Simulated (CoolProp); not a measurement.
Saturation properties of n-butane.

Model: reference Helmholtz-energy equation of state, Bücker 2006, in CoolProp.

| T (K) | p (bar) | liquid density (kg/m³) | vapour Z | surface tension (mN/m) | liquid viscosity (µPa s) | liquid conductivity (mW/(m K)) |
|---|---|---|---|---|---|---|
| 326.2 | 5.364 | 538.4 | (withheld) | 8.82 | 122 | 93.8 |
| 338.9 | 7.328 | 521.2 | 0.8377 | 7.47 | (withheld) | 89.3 |
| 351.6 | 9.780 | (withheld) | 0.8014 | 6.16 | 96.1 | 85.0 |
| 364.4 | 12.82 | 482.4 | (withheld) | 4.89 | 84.7 | 80.9 |
| 377.1 | 16.47 | 459.8 | 0.7104 | 3.68 | 74.2 | (withheld) |
| 389.8 | 20.84 | 433.6 | 0.6526 | 2.54 | 64.1 | 73.4 |
| 402.5 | 26.05 | 401.5 | 0.5813 | 1.48 | 53.9 | 69.9 |
| 415.2 | 32.25 | (withheld) | 0.4840 | 0.547 | 42.7 | 66.9 |

Q: Complete the blanks.

A: 
- 326.2, vapour Z: 0.8692
- 338.9, liquid viscosity (µPa s): 108
- 351.6, liquid density (kg/m³): 502.8
- 364.4, vapour Z: 0.7592
- 377.1, liquid conductivity (mW/(m K)): 77.1
- 415.2, liquid density (kg/m³): 355.5

It boils at 272.7 K under 1 atm.

Viscosity comes from a separate model (Vogel 1999). Thermal conductivity comes from a separate model (Perkins 2002). Surface tension comes from a separate correlation (Mulero 2012).
